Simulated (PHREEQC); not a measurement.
Solution (10 °C): 3.7 mmol/kgw CuSO4, 58 mmol/kgw HCl and 0.31 mmol/kgw NaCl. Closed to the air; pH follows from the charge balance.

Computed with PHREEQC (ion-association model, phreeqc.dat).

Precipitation was switched off in this run.

**Question.** Order these S species by the share of S that they hold, largest first: HSO4-, CuSO4, SO4-2.

**Answer.** HSO4- (62 %), SO4-2 (34 %), CuSO4 (4.1 %)

**Question.** Order these Cu species by the share of Cu that they hold, largest first: CuSO4, Cu+2, CuCl+.

**Answer.** Cu+2 (93 %), CuSO4 (4.1 %), CuCl+ (3.0 %)

The pH is 1.33 and the ionic strength 0.0677 mol/kgw. Complexes and solids missing from the database can't appear. Away from 25 °C the constants follow the database's enthalpies or fits; those with neither stay at their 25 °C values.
